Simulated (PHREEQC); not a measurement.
Make-up at 25 °C: 0.013 mol CdCl2 and 0.27 mol NaCl per kg of water. Closed to the air; pH follows from the charge balance.

The numbers come from PHREEQC with the ion-association model, phreeqc.dat.

Problem. The ionic strength comes out as 0.280 mol/kgw. What activity coefficients do H+, CdCl+, CdCl3-, Cl-, Cd+2 get?

Solution. H+ 0.79, CdCl+ 0.73, CdCl3- 0.73, Cl- 0.69, Cd+2 0.29.

Precipitation was switched off in this run. Complexes and solids missing from the database can't appear.
